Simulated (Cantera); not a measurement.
Predominance diagram of Mg at 1600 K against the partial pressures of O2 and F2 (log10, bar). Source: NASA polynomial tables (part measured, part estimated), evaluated in Cantera. Candidates: Mg(l), MgF2(l), MgO(s). Only these pure phases compete in this equilibrium. Not in the tables: oxide halides.

Which phase is stable at these pairs, and which metal-bearing vapour leads over it? (-2.4, -14.2); (-3.2, -5.3); (-8.1, -5.3); (-4.9, -3.6); (-1.6, -14.2); (-7.3, -8.9); (-10.6, 0)


| log p(O2) | log p(F2) | phase | chief vapour | log p (bar) |
|---|---|---|---|---|
| -2.4 | -14.2 | MgF2(l) | MgF2 | -3.5 |
| -3.2 | -5.3 | MgF2(l) | MgF2 | -3.5 |
| -8.1 | -5.3 | MgF2(l) | MgF2 | -3.5 |
| -4.9 | -3.6 | MgF2(l) | MgF2 | -3.5 |
| -1.6 | -14.2 | MgF2(l) | MgF2 | -3.5 |
| -7.3 | -8.9 | MgF2(l) | MgF2 | -3.5 |
| -10.6 | 0 | MgF2(l) | MgF2 | -3.5 |
